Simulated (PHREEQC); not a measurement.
Make-up at 55 °C: 0.0072 mol/kgw AlCl3. Closed to the air; pH follows from the charge balance.

Model: ion-association model, wateq4f.dat, run in PHREEQC.

```json
{
  "pH": "3.34",
  "ionic_strength": "0.0422 mol/kgw"
}
```

```json
[
 {"species": "Cl-", "molality": "0.0216", "activity": "0.0176", "log γ": "-0.089"},
 {"species": "Al+3", "molality": "0.00670", "activity": "0.00162", "log γ": "-0.618"},
 {"species": "H+", "molality": "0.000540", "activity": "0.000461", "log γ": "-0.069"},
 {"species": "AlOH+2", "molality": "0.000460", "activity": "0.000218", "log γ": "-0.324"},
 {"species": "Al(OH)2+", "molality": "4.00e-5", "activity": "3.32e-5", "log γ": "-0.081"},
 {"species": "Al(OH)3", "molality": "6.34e-8", "activity": "6.40e-8", "log γ": "0.004"}
]
```

No solid was allowed to form. Saturation is exceeded, for instance for Boehmite (slow to form), Gibbsite (slow to form); the values hold only as long as no solid forms. Species that the database lacks are ignored. At this temperature some constants are extrapolated from 25 °C, and those without enthalpy data are left unchanged.
